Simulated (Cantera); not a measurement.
Cantera with NASA thermochemical tables; ideal gases at 1 bar, condensed phases pure. Values are per mole of reaction as written; species without (g) are pure solids or liquids, kept so even where they would boil at 1 bar.

3 Si + 4 HBr(g) → 2 SiH2(g) + SiBr4(g)

```csv
T (K),ΔH° (kJ),ΔS° (J/K),ΔG° (kJ),log10 K
2273,76.3,-139.1,392.4,-9.02
2423,[?],[?],[?],[?]
2573,[?],[?],[?],[?]
2723,73.8,-140.0,455.2,-8.73
2873,72.8,-140.4,476.2,-8.66
```

**Question.** Fill in the missing entries.

**Answer.** 
- 2423, ΔH° (kJ): 75.6
- 2423, ΔS° (J/K): -139.3
- 2423, ΔG° (kJ): 413.2
- 2423, log10 K: -8.91
- 2573, ΔH° (kJ): 74.8
- 2573, ΔS° (J/K): -139.7
- 2573, ΔG° (kJ): 434.2
- 2573, log10 K: -8.81
